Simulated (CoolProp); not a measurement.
Computed with CoolProp (reference Helmholtz-energy equation of state, Lemmon 2006). It is a short technical equation, of lower accuracy than the large ones.

Give the vapour pressure (kPa), vapour density (kg/m³), liquid cp (kJ/(kg K)), surface tension (mN/m) of saturated isopentane at 90.55, 100.05, 166.75 °C.


```json
[
 {"T (°C)": "90.55", "p (kPa)": "586", "vapour density (kg/m³)": "16.4", "liquid cp (kJ/(kg K))": "2.68", "surface tension (mN/m)": "7.73"},
 {"T (°C)": "100.05", "p (kPa)": "723", "vapour density (kg/m³)": "20.3", "liquid cp (kJ/(kg K))": "2.75", "surface tension (mN/m)": "6.82"},
 {"T (°C)": "166.75", "p (kPa)": "2460", "vapour density (kg/m³)": "87.0", "liquid cp (kJ/(kg K))": "4.01", "surface tension (mN/m)": "1.18"}
]
```

Surface tension comes from a separate correlation (Mulero 2012).
